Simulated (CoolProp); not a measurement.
The numbers come from the reference Helmholtz-energy equation of state, Thol 2017 in CoolProp.

Give the vapour pressure (MPa), liquid density (kg/m³), liquid cp (kJ/(kg K)), vapour Z of saturated octamethyltrisiloxane (MDM) at 140.05 °C.


```tsv
T (°C)	p (MPa)	liquid density (kg/m³)	liquid cp (kJ/(kg K))	vapour Z
140.05	0.0723	691	2.08	0.942
```
